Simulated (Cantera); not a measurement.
Mixture: CH4 : C2H6 : O2 : N2 : H2O = 1 : 0.24 : 3.64 : 13.7 : 0.49 (molar parts), equivalence ratio 0.78, at 1.01 bar, adiabatic and at constant pressure. Ignition delay is the time to a rise of 400 K.

Model: GRI-Mech 3.0 (53 species, 325 reactions), integrated in Cantera.

What does this change do: pressure from 1.01 bar to 5.00 bar?


```tsv
quantity	before	after
delay at 1200 K	2.64 ms	1.15 ms
delay at 1400 K	0.306 ms	0.109 ms
delay at 1600 K	72.2 µs	23.7 µs
delay at 1800 K	24.3 µs	7.31 µs
delay at 2000 K	11.3 µs	3.03 µs
apparent activation energy between 1900 and 2100 K	110 kJ/mol	120 kJ/mol
```
